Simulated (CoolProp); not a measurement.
Model: reference Helmholtz-energy equation of state, Eisenbach 2021, in CoolProp.

Give the vapour pressure (kPa), liquid density (kg/m³), vapour density (kg/m³), enthalpy of vaporisation (kJ/kg) of saturated propylene glycol at 240.15, 299.55 °C.


```
T (°C)  p (kPa)  liquid density (kg/m³)  vapour density (kg/m³)  enthalpy of vaporisation (kJ/kg)
------  -------  ----------------------  ----------------------  --------------------------------
240.15      414                     835                    7.84                               639
299.55     1440                     755                    26.8                               550
```
